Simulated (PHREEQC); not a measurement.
**Polishing slurry liquid: speciation**

Make-up at 20 °C: 0.059 mol/kgw K2CO3 and 0.0013 mol/kgw Al(NO3)3. Closed to the air; pH follows from the charge balance.

Computed with PHREEQC (ion-association model, phreeqc.dat).

Each row changes one thing in this solution. This is a speciation only: nothing precipitates in the calculation.

| case | pH | ionic strength (mol/kgw) | CO3-2 (mol/kgw) | HCO3- (mol/kgw) | CO2 (mol/kgw) |
|---|---|---|---|---|---|
| as made | 10.96 | 0.171 | 0.0529 | 0.00605 | 1.18e-7 |
| diluted 2-fold with water | 10.97 | (withheld) | 0.0261 | 0.00342 | 6.98e-8 |
| diluted 100-fold with water | (withheld) | (withheld) | 0.000338 | 0.000252 | 2.08e-8 |
| Al(NO3)3 from 0.0013 to 0.00065 mol/kgw | 11.16 | (withheld) | 0.0550 | 0.00396 | 4.86e-8 |
| Al(NO3)3 left out | 11.39 | 0.175 | 0.0566 | 0.00235 | 1.66e-8 |
| Al(NO3)3 from 0.0013 to 0.0026 mol/kgw | 10.66 | 0.166 | 0.0482 | 0.0108 | 4.15e-7 |

Question: Some entries are withheld; supply them.

Answer: 
- diluted 2-fold with water, ionic strength (mol/kgw): 0.0851
- diluted 100-fold with water, pH: 10.45
- diluted 100-fold with water, ionic strength (mol/kgw): 0.00152
- Al(NO3)3 from 0.0013 to 0.00065 mol/kgw, ionic strength (mol/kgw): 0.173

Some of these states are supersaturated (in Gibbsite (slow to form), for instance).
